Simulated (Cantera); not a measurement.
An isothermal, constant-pressure homogeneous reactor starts with CO : O₂ : H₂O : N₂ = 0.019 : 0.08 : 0.0027 : 1 (molar parts), equivalence ratio 0.12, at 1200 K and 270 Torr. Integrator tolerance rtol = 1e-08.

Computed with Cantera and GRI-Mech 3.0 (53 species, 325 reactions).

Q: What does this change do: temperature 1200 to 1350 K?

A: 
```
quantity                                              before                                      after
-----------------  -----------------------------------------  -----------------------------------------
x(CO) at 3.00 s      8.39e-8 (gas-phase equilibrium 2.01e-9)    5.26e-8 (gas-phase equilibrium 4.61e-8)
x(O₂) at 3.00 s        0.0645 (gas-phase equilibrium 0.0645)      0.0645 (gas-phase equilibrium 0.0644)
x(H₂O) at 3.00 s     0.00247 (gas-phase equilibrium 0.00247)    0.00247 (gas-phase equilibrium 0.00247)
x(HO₂) at 3.00 s    1.85e-9 (gas-phase equilibrium 6.74e-10)    3.07e-9 (gas-phase equilibrium 2.97e-9)
x(NO) at 3.00 s     4.68e-7 (gas-phase equilibrium 0.000117)   1.97e-6 (gas-phase equilibrium 0.000325)
x(H₂O₂) at 3.00 s  4.23e-11 (gas-phase equilibrium 9.02e-12)  3.25e-11 (gas-phase equilibrium 2.98e-11)
```
